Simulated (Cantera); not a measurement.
Feed: 1 mol TiO₂, 0.46 mol HCl, at 1723 K and 720000 Pa.

These are equilibrium values from Cantera (NASA tables, ideal gas, pure condensed phases), not measurements of a reactor. Candidate condensed phases: H₂O, Ti, TiCl₂, TiCl₃, TiCl₄, TiO, TiO₂, Ti₂O₃, Ti₃O₅, Ti₄O₇; 23 gas species. Gases not in the tables: TiO(OH)₂. Kinetics and transport are ignored.

Base state: HCl 0.962, H₂O 0.0236, TiCl₄ 0.0116, Cl 0.00155, H₂ 0.00106, Cl₂ 0.000371, TiCl₃ 0.000171, TiOCl₂ 1.23e-5 (mole fractions); condensed: TiO₂(rutile).

### Question
What changes in the equilibrium state with this change: pressure from 720000 Pa to 101000 Pa?

### Answer
```json
[
 {"species": "HCl", "before": "0.962", "after": "0.976"},
 {"species": "H₂O", "before": "0.0236", "after": "0.0126"},
 {"species": "TiCl₄", "before": "0.0116", "after": "0.00602"},
 {"species": "Cl", "before": "0.00155", "after": "0.00329"},
 {"species": "TiOCl₂", "before": "1.23e-5", "after": "2.36e-5"},
 {"species": "TiCl₃", "before": "0.000171", "after": "0.000298"},
 {"species": "H₂", "before": "0.00106", "after": "0.00173"},
 {"species": "Cl₂", "before": "0.000371", "after": "0.000234"},
 {"species": "TiO₂(rutile), mol", "before": "0.995", "after": "0.997"}
]
```
